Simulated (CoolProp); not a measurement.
Vapour-liquid equilibrium of ethanol (1) + p-xylene (2) at 428.7 K; x and y are mole fractions of (1).

Values from CoolProp's multi-fluid Helmholtz-energy mixture model, Schroeder 2014 and Zhou 2012; pair parameters Bell 2016.

```json
[
 {"x": "0.05", "bubble pressure (MPa)": "___", "y at the bubble point": "___", "dew pressure at overall composition x (MPa)": "0.1657", "liquid density (mol/L)": "7.078"},
 {"x": "0.2", "bubble pressure (MPa)": "0.6080", "y at the bubble point": "___", "dew pressure at overall composition x (MPa)": "___", "liquid density (mol/L)": "7.589"},
 {"x": "0.35", "bubble pressure (MPa)": "___", "y at the bubble point": "0.799", "dew pressure at overall composition x (MPa)": "0.2434", "liquid density (mol/L)": "8.219"},
 {"x": "0.5", "bubble pressure (MPa)": "0.8116", "y at the bubble point": "0.832", "dew pressure at overall composition x (MPa)": "___", "liquid density (mol/L)": "___"},
 {"x": "0.65", "bubble pressure (MPa)": "0.8912", "y at the bubble point": "0.868", "dew pressure at overall composition x (MPa)": "0.4493", "liquid density (mol/L)": "10.04"},
 {"x": "0.8", "bubble pressure (MPa)": "0.9843", "y at the bubble point": "0.916", "dew pressure at overall composition x (MPa)": "0.7333", "liquid density (mol/L)": "11.39"},
 {"x": "0.95", "bubble pressure (MPa)": "1.091", "y at the bubble point": "0.978", "dew pressure at overall composition x (MPa)": "1.044", "liquid density (mol/L)": "13.18"}
]
```

Q: Some entries are withheld; supply them.

A: 
- 0.05, bubble pressure (MPa): 0.3247
- 0.05, y at the bubble point: 0.513
- 0.2, y at the bubble point: 0.747
- 0.2, dew pressure at overall composition x (MPa): 0.1974
- 0.35, bubble pressure (MPa): 0.7319
- 0.5, dew pressure at overall composition x (MPa): 0.3163
- 0.5, liquid density (mol/L): 9.015

No azeotrope shows between x = 0.05 and 0.95.

The pair parameters rest on a limited set of measurements; away from them the model extrapolates. With so large a gap from Raoult's law the liquid may split in two, which this calculation doesn't test in full.
